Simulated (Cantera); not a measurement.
What does this Cantera script print?

```python
import numpy as np
import cantera as ct

gas_names = """
    P2 NO N2 P4
""".split()
cond_names = """
    P4O10(s)
""".split()


# ... load() reads the species with a 1 bar reference pressure and builds the phases ...
species = {s.name: s for s in load("nasa_gas.yaml", gas_names) + load("nasa_condensed.yaml", cond_names)}
# Each term lists the table entries of one substance; the one whose range holds T is used.
reactions = {
    '2 P2(g) + 10 NO(g) = 5 N2(g) + P4O10':
        [(-2, ['P2']), (-10, ['NO']), (5, ['N2']), (1, ['P4O10(s)'])],
    '2 P2(g) = P4(g)':
        [(-2, ['P2']), (1, ['P4'])],
}


def pick(names, T):
    return next(species[n] for n in names if species[n].thermo.min_temp <= T <= species[n].thermo.max_temp)


results = []
for label, terms in reactions.items():
    print(label)
    print("     T/K   dH/kJ  dS/(J/K)   dG/kJ   log10 K")
    for T in [300, 423, 448, 473, 498, 523, 548, 573, 598, 623, 648]:
        used = [(nu, pick(names, T)) for nu, names in terms]
        dH = sum(nu * s.thermo.h(T) for nu, s in used) / 1e6
        dS = sum(nu * s.thermo.s(T) for nu, s in used) / 1e3
        dG = dH - T * dS / 1e3
        logK = -dG * 1e6 / (ct.gas_constant * T * np.log(10))
        results.append((label, T, dH, dS, dG, logK, [s.name for _, s in used]))
        print(f"{T:8g} {dH:8.1f} {dS:8.1f} {dG:8.1f} {logK:8.2f}")
```

Output:

```
2 P2(g) + 10 NO(g) = 5 N2(g) + P4O10
     T/K   dH/kJ  dS/(J/K)   dG/kJ   log10 K
     300  -4210.0  -1356.9  -3802.9   662.13
     423  -4207.2  -1349.5  -3636.3   449.03
     448  -4205.8  -1346.5  -3602.6   420.04
     473  -4204.3  -1343.2  -3569.0   394.13
     498  -4202.6  -1339.6  -3535.5   370.82
     523  -4200.7  -1335.8  -3502.0   349.76
     548  -4198.5  -1331.9  -3468.7   330.62
     573  -4196.2  -1327.8  -3435.4   313.17
     598  -4193.8  -1323.6  -3402.3   297.18
     623  -4191.1  -1319.2  -3369.2   282.48
     648  -4188.3  -1314.8  -3336.3   268.93
2 P2(g) = P4(g)
     T/K   dH/kJ  dS/(J/K)   dG/kJ   log10 K
     300   -228.4   -156.2   -181.5    31.60
     423   -227.8   -154.6   -162.4    20.05
     448   -227.6   -154.2   -158.5    18.48
     473   -227.5   -153.9   -154.7    17.08
     498   -227.3   -153.5   -150.8    15.82
     523   -227.1   -153.2   -147.0    14.68
     548   -226.9   -152.8   -143.2    13.65
     573   -226.7   -152.5   -139.4    12.70
     598   -226.6   -152.2   -135.6    11.84
     623   -226.4   -151.9   -131.8    11.05
     648   -226.2   -151.6   -128.0    10.31
```

Cantera with NASA thermochemical tables; ideal gases at 1 bar, condensed phases pure. Condensed species are held in their standard states even where they would react or evaporate.
